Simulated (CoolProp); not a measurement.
A simple Rankine cycle with propane: condensing at 306.15 K, boiler at 3.28 MPa, turbine inlet 370.6 K, turbine efficiency 0.7, pump efficiency 0.7, no recuperator. Each further row changes one setting.

Model: reference Helmholtz-energy equation of state, Lemmon 2009, in CoolProp.

```csv
case,thermal efficiency (%),net work (kJ/kg),heat in (kJ/kg),turbine exit temperature (K),volume ratio over the turbine
as stated,7.4,28.8,389,325.1,3.17
turbine inlet 390.6 K,7.6,34.1,446,349.9,3.02
condensing temperature 298.15 K,8.6,35.2,411,318.3,3.89
boiler pressure 2.3 MPa,5.4,23.1,425,345.0,2.05
turbine efficiency 0.6,6.1,23.8,389,327.5,3.21
```
